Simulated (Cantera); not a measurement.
Input: 1 mol Si(CH3)4, 63 mol H2, held at 1473.15 K and 5.78 Torr.

Cantera equilibrium calculation (NASA polynomials, part measured and part estimated; ideal gas, pure solids and liquids). Candidate condensed phases: C, C6H6, C7H8, C8H18, Si, SiC; 87 gas species. The numbers say what is thermodynamically allowed, not how fast it happens.

Base state: H2 1.000, H 0.000144, CH4 2.26e-5 (mole fractions); condensed: C(graphite) + SiC(s).

Problem. What changes in the equilibrium state with this change: temperature from 1473.15 K to 2200 K?

Solution. 
| species | before | after |
|---|---|---|
| H2 | 1.000 | 0.930 |
| H | 0.000144 | 0.0619 |
| Si | 4.67e-9 | 0.00514 |
| SiC2 | <1e-9 | 0.000494 |
| Si2C | <1e-9 | 0.000301 |
| SiH | 1.47e-9 | 0.000192 |
| SiH2 | 6.90e-9 | 2.97e-5 |
| C2H2 (acetylene) | 6.52e-6 | 0.00238 |
| C(graphite), mol | 3.00 | 3.03 |
| SiC(s), mol | 1.000 | 0.536 |
Gases not in the tables: Si2H6 and higher silanes.
